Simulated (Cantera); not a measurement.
**Silicon etching in halogen gases: Si + Br2**

A closed system holds: 1 mol Si, 3.8 mol Br2, held at 24.0 Pa.

Equilibrium computed with Cantera from the NASA thermochemical tables; the gas is ideal and each condensed phase is pure. Candidate condensed phases: Br2, Si; 9 gas species. The tables' values for SiBr3 are old estimates; treat these amounts as uncertain. Rates play no part.

From 450 K to 1250 K nothing is condensed. The main Si-bearing gas is SiBr4 throughout.

```csv
T (K),log p Br,log p Br2,log p SiBr4,log p SiBr3,log p SiBr2
450,-10.36,-3.81,-4.07,<-15,<-15
550,-8.31,-3.81,-4.07,<-15,<-15
650,-6.89,-3.81,-4.07,<-15,<-15
750,-5.85,-3.81,-4.07,-13.24,<-15
850,-5.06,-3.83,-4.07,-11.38,<-15
950,-4.46,-3.90,-4.10,-9.91,-13.15
1050,-4.05,-4.10,-4.16,-8.69,-10.99
1150,-3.82,-4.50,-4.23,-7.58,-8.98
1250,-3.75,-5.07,-4.27,-6.53,-7.06
```
log p: log10 of the partial pressure in bar; nothing condenses.
